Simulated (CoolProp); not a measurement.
Properties of C3F8 (R218) along the isotherm -16.25 °C (Tc = 71.9 °C, pc = 2.640 MPa, ω = 0.317).

The numbers come from the reference Helmholtz-energy equation of state, Lemmon 2006 in CoolProp. It is a short technical equation, of lower accuracy than the large ones.

| p (MPa) | phase | isothermal compressibility (1/MPa) | fugacity coefficient |
|---|---|---|---|
| 0.0209 | gas | 48.21 | 0.9926 |
| 0.0325 | gas | 31.14 | 0.9885 |
| 0.0506 | gas | 20.14 | 0.9821 |
| 0.0788 | gas | 13.08 | ___ |
| 0.123 | gas | ___ | 0.9563 |
| 0.191 | gas | 5.702 | 0.9318 |
| 0.297 | liquid | 0.004476 | 0.7286 |
| 0.463 | liquid | 0.004435 | 0.4719 |
| 0.721 | liquid | 0.004374 | 0.3075 |
| 1.12 | liquid | ___ | 0.2026 |
| 1.75 | liquid | ___ | 0.1344 |
| 2.72 | liquid | ___ | ___ |
| 4.24 | liquid | 0.003699 | 0.06393 |
| 6.6 | liquid | 0.003365 | ___ |

Task: What belongs in the gaps?

Result: 
- 0.0788, fugacity coefficient: 0.9721
- 0.123, isothermal compressibility (1/MPa): 8.548
- 1.12, isothermal compressibility (1/MPa): 0.004283
- 1.75, isothermal compressibility (1/MPa): 0.004149
- 2.72, isothermal compressibility (1/MPa): 0.003959
- 2.72, fugacity coefficient: 0.09141
- 6.6, fugacity coefficient: 0.04692
